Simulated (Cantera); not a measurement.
Charge: 1 mol SiO₂, 0.73 mol C, 0.29 mol H₂, held at 1525 K and 99.0 Pa.

These are equilibrium values from Cantera (NASA tables, ideal gas, pure condensed phases), not measurements of a reactor. Mutual solubility and eutectic melting of coexisting phases are not modelled. The tables hold silica as quartz up to 1696 K and as liquid above; real silica turns to tridymite and cristobalite and melts near 1996 K. Kinetics and transport are ignored.

```json
[
 {"species": "CO", "before": "0.474", "after": "0.871"},
 {"species": "H₂", "before": "0.222", "after": "0.126"},
 {"species": "SiO", "before": "0.304", "after": "0.00189"},
 {"species": "H", "before": "0.000354", "after": "0.000267"},
 {"species": "SiC(s), mol", "before": "0.111", "after": "0.996"},
 {"species": "SiO₂(β-quartz), mol", "before": "0.492", "after": "0"},
 {"species": "C(graphite), mol", "before": "0", "after": "1.31"}
]
```
Gas species are given as mole fractions.

### Question
Name the change that produced these shifts.
(A) temperature from 1525 K to 1175 K
(B) temperature from 1525 K to 2525 K
(C) C from 0.73 to 4.3 mol
(D) temperature from 1525 K to 1948 K

### Answer
C, C from 0.73 to 4.3 mol
